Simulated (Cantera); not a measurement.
Input (Python, Cantera) and output of one run.

```python
import numpy as np
import cantera as ct

gas_names = """
    O2 H2O
""".split()
cond_names = """
    Cu(L) Cu2O(L)
""".split()


def load(file, names, dense=False):
    # The tables refer to 1 bar. Condensed volumes are neglected.
    table = {s.name: s for s in ct.Species.list_from_file(file)}
    out = []
    for n in names:
        d = dict(table[n].input_data)
        d["thermo"] = dict(d["thermo"], **{"reference-pressure": 1e5})
        if dense:
            d["equation-of-state"] = {"model": "constant-volume", "density": "1e6 g/cm^3"}
        out.append(ct.Species.from_dict(d))
    return out


species = {s.name: s for s in load("nasa_gas.yaml", gas_names) + load("nasa_condensed.yaml", cond_names)}
T = 1725
g = {n: (s.thermo.h(T) - T * s.thermo.s(T)) / (ct.gas_constant * T * np.log(10)) for n, s in species.items()}
valid = cond_names  # the entries whose range holds T


def stable(la, lb):
    # potentials (over RT ln 10) of the two non-metals from log10 p(O2) and log10 p(H2O) in bar
    mu = {}
    mu["O"] = (g["O2"] + la) / 2
    mu["H"] = (g["H2O"] + lb - 1 * mu["O"]) / 2
    cost = {}
    for n in valid:
        c = species[n].composition
        cost[n] = (g[n] - sum(c.get(e, 0) * m for e, m in mu.items())) / c["Cu"]
    return min(cost, key=cost.get)


results = []
for lb in [0, -1.2, -2.5, -3.8, -5, -6.2, -7.5, -8.8, -10]:
    row = [stable(la, lb) for la in [-23, -21.4, -19.7, -18.1, -16.4, -14.8, -13.1, -11.5, -9.9, -8.2, -6.6, -4.9, -3.3, -1.6, 0]]
    results.append(row)
    print(f"{lb:6.1f}  " + " ".join(f"{valid.index(n):x}" for n in row))
print("key: " + ", ".join(f"{i:x} {n}" for i, n in enumerate(valid)))
```

It prints:

```
   0.0  0 0 0 0 0 0 0 0 0 0 0 0 0 1 1
  -1.2  0 0 0 0 0 0 0 0 0 0 0 0 0 1 1
  -2.5  0 0 0 0 0 0 0 0 0 0 0 0 0 1 1
  -3.8  0 0 0 0 0 0 0 0 0 0 0 0 0 1 1
  -5.0  0 0 0 0 0 0 0 0 0 0 0 0 0 1 1
  -6.2  0 0 0 0 0 0 0 0 0 0 0 0 0 1 1
  -7.5  0 0 0 0 0 0 0 0 0 0 0 0 0 1 1
  -8.8  0 0 0 0 0 0 0 0 0 0 0 0 0 1 1
 -10.0  0 0 0 0 0 0 0 0 0 0 0 0 0 1 1
key: 0 Cu(L), 1 Cu2O(L)
```

Source: NASA polynomial tables (part measured, part estimated), evaluated in Cantera. Part of the grid cannot be reached: there another gas would pass 10 bar, or a non-metal would condense.
